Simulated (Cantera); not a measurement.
Equilibrium for silicon etching in halogen gases: Si + HCl

Charge: 1 mol Si, a varied amount of HCl, held at 775 K and 3.50 Pa.

Method: chemical equilibrium by Gibbs-energy minimisation in Cantera with the NASA 1993 tables (ideal gas, pure condensed phases). Candidate condensed phases: Si; 19 gas species. The tables' values for SiCl3 are old estimates; treat these amounts as uncertain. The numbers say what is thermodynamically allowed, not how fast it happens.

From 1.1 mol HCl to 3.9 mol HCl the condensed part is Si(s). From 5.9 mol HCl to 21 mol HCl nothing is condensed. The main Si-bearing gas is SiCl4 throughout.

```json
[
 {"n(HCl) (mol)": "1.1", "x HCl": "0.0143", "x H2": "0.654", "x SiCl4": "0.321", "x SiHCl3": "0.00951", "x SiCl3": "0.000818", "x SiCl2": "0.000295", "x SiH2Cl2": "2.17e-5", "n Si(s)": "0.726"},
 {"n(HCl) (mol)": "1.7", "x HCl": "0.0143", "x H2": "0.654", "x SiCl4": "0.321", "x SiHCl3": "0.00951", "x SiCl3": "0.000818", "x SiCl2": "0.000295", "x SiH2Cl2": "2.17e-5", "n Si(s)": "0.576"},
 {"n(HCl) (mol)": "2.6", "x HCl": "0.0143", "x H2": "0.654", "x SiCl4": "0.321", "x SiHCl3": "0.00951", "x SiCl3": "0.000818", "x SiCl2": "0.000295", "x SiH2Cl2": "2.17e-5", "n Si(s)": "0.352"},
 {"n(HCl) (mol)": "3.9", "x HCl": "0.0143", "x H2": "0.654", "x SiCl4": "0.321", "x SiHCl3": "0.00951", "x SiCl3": "0.000818", "x SiCl2": "0.000295", "x SiH2Cl2": "2.17e-5", "n Si(s)": "0.0274"},
 {"n(HCl) (mol)": "5.9", "x HCl": "0.388", "x H2": "0.408", "x SiCl4": "0.204", "x SiHCl3": "0.000139", "x SiCl3": "1.51e-5", "x SiCl2": "1.59e-7", "x SiH2Cl2": "7.29e-9", "n Si(s)": "0"},
 {"n(HCl) (mol)": "9", "x HCl": "0.625", "x H2": "0.250", "x SiCl4": "0.125", "x SiHCl3": "3.23e-5", "x SiCl3": "4.50e-6", "x SiCl2": "2.30e-8", "x SiH2Cl2": "6.45e-10", "n Si(s)": "0"},
 {"n(HCl) (mol)": "14", "x HCl": "0.769", "x H2": "0.154", "x SiCl4": "0.0769", "x SiHCl3": "9.95e-6", "x SiCl3": "1.76e-6", "x SiCl2": "5.75e-9", "x SiH2Cl2": "9.93e-11", "n Si(s)": "0"},
 {"n(HCl) (mol)": "21", "x HCl": "0.850", "x H2": "0.1000", "x SiCl4": "0.0500", "x SiHCl3": "3.81e-6", "x SiCl3": "8.37e-7", "x SiCl2": "1.99e-9", "x SiH2Cl2": "2.23e-11", "n Si(s)": "0"}
]
```
x: gas mole fraction; n: condensed amount in mol.
